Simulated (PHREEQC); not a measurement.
Dissolve 0.24 mol NH3, 4.1e-07 mol H4SiO4 and 0.00072 mol H3BO3 per kg of water at 20 °C. Closed to the air; pH follows from the charge balance.

The numbers come from PHREEQC with the ion-association model, wateq4f.dat.

Each row changes one thing in this solution. Precipitation was switched off in this run.

```tsv
case	pH	ionic strength (mol/kgw)	NH4+ (mol/kgw)	H3SiO4- (mol/kgw)	H4SiO4 (mol/kgw)	H2SiO4-2 (mol/kgw)	SI of Quartz (SiO2)
as made	11.40	0.00251	0.00251	3.92e-7	1.20e-8	5.62e-9	-3.86
temperature from 20 to 5 °C	___	0.00237	0.00237	3.97e-7	6.69e-9	6.14e-9	-3.87
H3BO3 from 0.00072 to 0.0072 mol/kgw	10.92	0.00767	0.00767	3.75e-7	3.32e-8	1.97e-9	-3.42
H3BO3 from 0.00072 to 0.0036 mol/kgw	___	0.00457	0.00457	3.86e-7	2.09e-8	3.22e-9	-3.62
H3BO3 left out	11.47	0.00212	0.00212	3.93e-7	1.02e-8	6.59e-9	-3.93
H4SiO4 from 4.1e-07 to 8.2e-08 mol/kgw	11.40	0.00251	0.00251	7.85e-8	2.40e-9	1.12e-9	___
```

**Question.** What belongs in the gaps?

**Answer.** 
- temperature from 20 to 5 °C, pH: 11.93
- H3BO3 from 0.00072 to 0.0036 mol/kgw, pH: 11.14
- H4SiO4 from 4.1e-07 to 8.2e-08 mol/kgw, SI of Quartz (SiO2): -4.56

Constants without temperature data keep their 25 °C values here.
